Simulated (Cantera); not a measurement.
Charge: 1 mol SiH₂Cl₂, 3.4 mol H₂, equilibrated at 1223.15 K.

Cantera equilibrium calculation (NASA polynomials, part measured and part estimated; ideal gas, pure solids and liquids). Candidate condensed phases: Si; 19 gas species. The tables' values for SiCl₃ are old estimates; treat these amounts as uncertain. Equilibrium is a limit: real reactors are often held back by kinetics, nucleation or transport.

x: gas mole fraction; n: condensed amount in mol.

| P (Pa) | x H₂ | x HCl | x SiCl₂ | x SiCl₄ | x SiHCl₃ | x SiCl₃ | x SiH₂Cl₂ | n Si(s) |
|---|---|---|---|---|---|---|---|---|
| 100 | 0.750 | 0.153 | 0.0759 | 0.00959 | 0.00145 | 0.00956 | (withheld) | 0.487 |
| 400 | 0.771 | 0.134 | 0.0567 | 0.0214 | 0.00381 | 0.0124 | (withheld) | 0.506 |
| 1600 | 0.797 | 0.110 | 0.0366 | 0.0358 | 0.00804 | 0.0128 | (withheld) | 0.519 |
| 6300 | 0.820 | 0.0847 | 0.0213 | 0.0476 | 0.0142 | 0.0113 | (withheld) | 0.520 |
| 25000 | 0.838 | 0.0628 | 0.0115 | 0.0547 | 0.0225 | 0.00887 | (withheld) | 0.507 |
| 100000 | 0.851 | 0.0451 | 0.00582 | 0.0564 | 0.0329 | 0.00642 | (withheld) | 0.486 |

Task: Complete the blanks.

Result: 
- 100, x SiH₂Cl₂: 2.94e-5
- 400, x SiH₂Cl₂: 9.03e-5
- 1600, x SiH₂Cl₂: 0.000241
- 6300, x SiH₂Cl₂: 0.000568
- 25000, x SiH₂Cl₂: 0.00124
- 100000, x SiH₂Cl₂: 0.00255
